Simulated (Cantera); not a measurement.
Feed: 1 mol TiCl₄, 0.15 mol CH₄, held at 927 °C and 0.000350 bar.

These are equilibrium values from Cantera (NASA tables, ideal gas, pure condensed phases), not measurements of a reactor. Candidate condensed phases: C, C₆H₆, C₇H₈, C₈H₁₈, Ti, TiC, TiCl₂, TiCl₃, TiCl₄; 96 gas species. The tables' values for TiCl₂ are old estimates; treat these amounts as uncertain. TiC: taken at fixed stoichiometry. Rates play no part.

Base state: TiCl₄ 0.382, HCl 0.341, TiCl₃ 0.251, H₂ 0.0263, TiCl₂ 6.78e-5, Cl 1.92e-5 (mole fractions); condensed: C(graphite) + TiC(s).

Question: What changes in the equilibrium state with this change: CH₄ from 0.15 to 8.4 mol?

Answer: 
| species | before | after |
|---|---|---|
| H₂ | 0.0263 | 0.788 |
| HCl | 0.341 | 0.211 |
| TiCl₃ | 0.251 | 0.000365 |
| TiCl₄ | 0.382 | 6.30e-5 |
| TiCl₂ | 6.78e-5 | 8.71e-7 |
| Cl | 1.92e-5 | 2.18e-6 |
| C(graphite), mol | 0.116 | 7.41 |
| TiC(s), mol | 0.0342 | 0.992 |
